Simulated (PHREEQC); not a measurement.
Solution (25 °C): 0.015 mol Sr(OH)2 per kg of water. Closed to the air; pH follows from the charge balance.

Model: ion-association model, phreeqc.dat, run in PHREEQC.

Precipitation was switched off in this run.

Task: What pH does the model give?

Result: pH 12.37.

Task: In which forms is Sr present?

Result: Sr+2 93 %, SrOH+ 6.7 % of the Sr.
